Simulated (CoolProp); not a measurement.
Vapour-liquid equilibrium of ethylbenzene (1) + o-xylene (2) at 59.15 °C; x and y are mole fractions of (1).

Values from CoolProp's multi-fluid Helmholtz-energy mixture model, Zhou 2012 and Zhou 2012; pair parameters Bell 2016.

Task: Give the bubble pressure and the first vapour's composition at x = 0.25, 0.45, 0.85. Is there an azeotrope?

Result: x = 0.25: 0.005754 MPa, y = 0.317; x = 0.45: 0.006167 MPa, y = 0.532; x = 0.85: 0.006900 MPa, y = 0.881. No azeotrope shows between x = 0.05 and 0.95.

The pair parameters rest on a limited set of measurements; away from them the model extrapolates.
